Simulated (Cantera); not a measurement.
Thermodynamics of calcination and drying, feed CaCO₃ + H₂ + CO₂

Feed: 1 mol CaCO₃, 0.086 mol H₂, 0.047 mol CO₂, at 827 °C and 0.110 bar.

Cantera equilibrium calculation (NASA polynomials, part measured and part estimated; ideal gas, pure solids and liquids). Candidate condensed phases: C, C₆H₆, C₇H₈, C₈H₁₈, Ca, CaCO₃, CaO, Ca(OH)₂, H₂O; 115 gas species. Kinetics and transport are ignored.

| Property | Value |
|---|---|
| x(CO₂) | 0.854 |
| x(CO) | 0.0702 |
| x(H₂O) | 0.0702 |
| x(H₂) | 0.00570 |
| n(CaO(s)) | 1.00 mol |
| gas amount | 1.133 mol |
| log10 activity of C(graphite) (absent) | -4.25 |
| log10 activity of Ca(s) (absent) | -16.88 |
